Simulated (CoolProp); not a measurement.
Vapour-liquid equilibrium of R125 (1) + R134a (2) at -92.95 °C; x and y are mole fractions of (1).

Model: multi-fluid Helmholtz-energy mixture model, Lemmon 2005 and Tillner-Roth 1994; pair parameters Lemmon 2004, in CoolProp.

Question: Give the bubble pressure and the first vapour's composition at x = 0.05, 0.5, 0.95. Is there an azeotrope?

Answer: x = 0.05: 0.001366 MPa, y = 0.200; x = 0.5: 0.003450 MPa, y = 0.835; x = 0.95: 0.005496 MPa, y = 0.989. No azeotrope shows between x = 0.05 and 0.95.

The pair parameters rest on a limited set of measurements; away from them the model extrapolates.
